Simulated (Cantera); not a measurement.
An isothermal, constant-pressure homogeneous reactor starts with 11.6 % NO, 88.4 % N2, at 1475 K and 0.987 atm.

Cantera simulation using GRI-Mech 3.0 (53 species, 325 reactions); the numbers are that mechanism's predictions, not measurements.

x: mole fraction; the columns are a selection and need not sum to one.

```tsv
t (s)	x NO	x O2	x NO2	x N2	x O	x N2O
1.00e-5	0.116	<1e-12	1.14e-10	0.884	7.81e-10	8.95e-10
8.60e-5	0.116	<1e-12	4.78e-9	0.884	?	7.69e-9
0.000740	0.116	1.58e-11	6.34e-8	0.884	?	6.58e-8
0.00637	0.116	4.19e-10	5.99e-7	0.884	?	5.35e-7
0.0548	0.116	8.12e-8	6.65e-6	0.884	?	2.98e-6
0.471	0.116	2.26e-5	3.49e-5	0.884	?	4.47e-6
4.05	0.116	0.000338	4.38e-5	0.884	?	4.42e-6
34.9	0.110	0.00294	8.16e-5	0.887	?	4.02e-6
300	0.0789	0.0185	0.000136	0.902	?	2.07e-6
```

**Question.** Some entries are withheld; supply them.

**Answer.** 
- 8.60e-5, x O: 2.93e-9
- 0.000740, x O: 3.37e-9
- 0.00637, x O: 4.76e-9
- 0.0548, x O: 1.83e-8
- 0.471, x O: 7.23e-8
- 4.05, x O: 9.02e-8
- 34.9, x O: 1.73e-7
- 300, x O: 3.99e-7
